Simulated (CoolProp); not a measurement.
Vapour-liquid equilibrium of ethanol (1) + n-nonane (2) at 401.8 K; x and y are mole fractions of (1).

The numbers come from the multi-fluid Helmholtz-energy mixture model, Schroeder 2014 and Lemmon 2006; pair parameters Bell 2016 in CoolProp.

```csv
x,bubble pressure (bar),y at the bubble point,dew pressure at overall composition x (bar),liquid density (mol/L)
0.05,1.492,0.637,0.5715,___
0.2,3.282,0.842,0.6799,5.644
0.35,4.097,0.880,0.8373,6.373
0.5,4.479,0.896,1.087,7.334
0.65,4.736,___,___,___
0.8,5.021,0.929,2.654,10.55
0.95,5.387,0.974,5.218,13.45
```

Task: What belongs in the gaps?

Result: 
- 0.05, liquid density (mol/L): 5.069
- 0.65, y at the bubble point: 0.909
- 0.65, dew pressure at overall composition x (bar): 1.547
- 0.65, liquid density (mol/L): 8.652

No azeotrope shows between x = 0.05 and 0.95.

Pair parameters are fitted to limited data, so mixtures are less certain than the pure fluids. With so large a gap from Raoult's law the liquid may split in two, which this calculation doesn't test in full.
